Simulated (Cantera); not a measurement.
A Cantera script and what it prints.

```python
import numpy as np
import cantera as ct

gas_names = [...]  # 139 gases of nasa_gas.yaml made of C, Cu, H, N, O
cond_names = """
    C(gr) C6H6(L) C7H8(L) C8H18(L),n-octa Cu(cr) Cu(L) CuO(s) CuO2H2(s) Cu2O(s) Cu2O(L) H2O(s) H2O(L)
""".split()


# ... load() reads the species with a 1 bar reference pressure and builds the phases ...
atoms = {
    'CuO': {'Cu': 1, 'O': 1},
    'CH4': {'C': 1, 'H': 4},
    'N2': {'N': 2},
}
top_T = {'C(gr)': 4500, 'CuO(s)': 1390}  # K; cautious upper limits of use, not melting points


# ... equilibrate(T, P, feed) seeds the gas with the atoms and calls Mixture.equilibrate('TP', solver="vcs", rtol=1e-11, max_steps=5000) ...
results = []
feed = {'CuO': 1, 'CH4': 0.34, 'N2': 0.19}  # mol
T = 2098  # K
P = 31000  # Pa
mix = equilibrate(T, P, feed)
results.append((T, P, feed, dict(zip(mix.species_names, mix.species_moles))))
print(gas.report(threshold=0.001))
for i in range(1, mix.n_phases):
    print(f"{mix.phase(i).name:16s} {mix.phase_moles(i):12.5e} mol")
```

Result:

```
       temperature   2098 K
          pressure   31000 Pa
           density   0.041739 kg/m^3
  mean mol. weight   23.487 kg/kmol
   phase of matter   gas

                          1 kg             1 kmol
                     ---------------   ---------------
          enthalpy        -3.386e+06       -7.9526e+07  J
   internal energy       -4.1287e+06        -9.697e+07  J
           entropy             11926         2.801e+05  J/K
    Gibbs function       -2.8407e+07       -6.6718e+08  J
 heat capacity c_p            1913.3             44938  J/K
 heat capacity c_v            1559.3             36624  J/K

                      mass frac. Y      mole frac. X     chem. pot. / RT
                     ---------------   ---------------   ---------------
                CO           0.19303           0.16186           -37.195
               CO2           0.20498            0.1094           -57.903
                Cu          0.089416          0.033049           -7.9705
                 H         8.381e-05         0.0019528           -11.443
                H2          0.010715           0.12484           -22.886
               H2O           0.31933           0.41632           -43.594
                N2           0.18078           0.15157           -30.161
     [ +132 minor]           0.00166         0.0010207

C(gr)             0.00000e+00 mol
Cu(L)             9.58099e-01 mol
Cu2O(L)           0.00000e+00 mol
```

Cantera equilibrium calculation (NASA polynomials, part measured and part estimated; ideal gas, pure solids and liquids).
